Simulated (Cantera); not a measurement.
**Equilibrium for silicon epitaxy and polysilicon growth: SiH4 + Cl2 + N2**

A closed system holds: 1 mol SiH4, 0.24 mol Cl2, 17 mol N2, held at 1052 °C and 0.950 bar.

Equilibrium computed with Cantera from the NASA thermochemical tables; the gas is ideal and each condensed phase is pure. Candidate condensed phases: NH4Cl, Si, Si3N4; 28 gas species. N2 is the only nitrogen source here; it is nearly inert below about 1500 K, so the nitride shown seldom forms there in practice. Equilibrium is a limit: real reactors are often held back by kinetics, nucleation or transport.

The x(N2) is 0.879. The x(H2) comes out as 0.0948 and the x(HCl) is 0.0258. The x(SiCl4) is 6.12e-6. The x(NH3) is 2.92e-6 and the x(SiCl2) is 2.10e-6. The x(SiCl3) is 1.54e-6, the x(SiHCl3) is 1.15e-6 and the n(Si3N4(s)) is 0.333 mol. The gas amount is 18.57 mol. The log10 activity of Si(s) (absent) comes out as -3.96.
